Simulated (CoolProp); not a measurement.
n-pentane along the isotherm 28.75 °C: fugacity coefficient from the reference equation and from simpler models built on Tc = 196.5 °C, pc = 3.368 MPa, ω = 0.251; each cubic takes its own stable root.

Values from CoolProp's reference Helmholtz-energy equation of state, Thol 2019.

```
p (MPa)   phase  reference
-------  ------  ---------
2.25     liquid    0.03718
4.49     liquid    0.02067
6.74     liquid    0.01527
8.98     liquid    0.01270
11.2     liquid    0.01127
13.5     liquid    0.01038
15.7     liquid   0.009859
18       liquid   0.009539
20.2     liquid   0.009384
22.5     liquid   0.009339
24.7     liquid   0.009385
26.9     liquid   0.009505
29.2     liquid   0.009697
31.4     liquid   0.009939
33.7     liquid    0.01025
```

How far does each simpler model (Redlich-Kwong, Peng-Robinson) lie from the reference over these 15 states: mean and median of the absolute difference, and the worst?


- Redlich-Kwong: mean 89.0 %, median 89.3 %, worst +102.5 % at 28.75 °C and 33.7 MPa
- Peng-Robinson: mean 2.4 %, median 2.4 %, worst -5.0 % at 28.75 °C and 33.7 MPa
